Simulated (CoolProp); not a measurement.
Vapour-liquid equilibrium of cis-2-butene (1) + ethanol (2) at 0.746 MPa; x and y are mole fractions of (1).

Computed with CoolProp (multi-fluid Helmholtz-energy mixture model, Lemmon 2005 and Schroeder 2014; pair parameters Bell 2016).

Give the bubble temperature and the first vapour's composition at x = 0.05, 0.2, 0.5. Is there an azeotrope?

x = 0.05: 124.9 °C, y = 0.340; x = 0.2: 91.3 °C, y = 0.793; x = 0.5: 76.9 °C, y = 0.890. No azeotrope shows between x = 0.05 and 0.95.

Pair parameters are fitted to limited data, so mixtures are less certain than the pure fluids. With so large a gap from Raoult's law the liquid may split in two, which this calculation doesn't test in full.
